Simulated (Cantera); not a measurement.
Feed: 1 mol Si, 0.31 mol H2, 0.21 mol H2O, at 3530 Torr.

Equilibrium computed with Cantera from the NASA thermochemical tables; the gas is ideal and each condensed phase is pure. Candidate condensed phases: H2O, Si, SiO2; 18 gas species. Mutual solubility and eutectic melting of coexisting phases are not modelled. The tables hold silica as quartz up to 1696 K and as liquid above; real silica turns to tridymite and cristobalite and melts near 1996 K. Kinetics and transport are ignored.

x: gas mole fraction; n: condensed amount in mol.

```
T (°C)   x H2     x SiO   x SiH4       x H  x H2O    x SiH2    x SiH3  n Si(s)  n SiO2(α-quartz)  n SiO2(β-quartz)
------  -----  --------  -------  --------  -----  --------  --------  -------  ----------------  ----------------
525     1.000    <1e-12  9.49e-7  1.23e-12      ?    <1e-12    <1e-12    0.895             0.105                 0
575     1.000    <1e-12  1.17e-6  8.78e-12      ?    <1e-12    <1e-12    0.895                 0             0.105
625     1.000    <1e-12  1.41e-6  5.05e-11      ?  3.45e-12    <1e-12    0.895                 0             0.105
675     1.000  1.12e-11  1.66e-6  2.42e-10      ?  1.90e-11  2.68e-12    0.895                 0             0.105
725     1.000  1.02e-10  1.92e-6  9.92e-10      ?  8.84e-11  9.56e-12    0.895                 0             0.105
775     1.000  7.49e-10  2.19e-6   3.56e-9      ?  3.55e-10  3.02e-11    0.895                 0             0.105
825     1.000   4.58e-9  2.47e-6   1.14e-8      ?   1.25e-9  8.59e-11    0.895                 0             0.105
875     1.000   2.38e-8  2.75e-6   3.30e-8      ?   3.97e-9  2.23e-10    0.895                 0             0.105
925     1.000   1.08e-7  3.04e-6   8.77e-8      ?   1.14e-8  5.33e-10    0.895                 0             0.105
975     1.000   4.30e-7  3.33e-6   2.15e-7      ?   3.02e-8   1.19e-9    0.895                 0             0.105
1025    1.000   1.54e-6  3.63e-6   4.94e-7      ?   7.39e-8   2.49e-9    0.895                 0             0.105
1075    1.000   5.02e-6  3.92e-6   1.07e-6      ?   1.69e-7   4.95e-9    0.895                 0             0.105
```

Question: Complete the blanks.

Answer: 
- 525, x H2O: 1.84e-12
- 575, x H2O: 1.16e-11
- 625, x H2O: 5.89e-11
- 675, x H2O: 2.52e-10
- 725, x H2O: 9.27e-10
- 775, x H2O: 3.01e-9
- 825, x H2O: 8.73e-9
- 875, x H2O: 2.31e-8
- 925, x H2O: 5.61e-8
- 975, x H2O: 1.27e-7
- 1025, x H2O: 2.69e-7
- 1075, x H2O: 5.37e-7
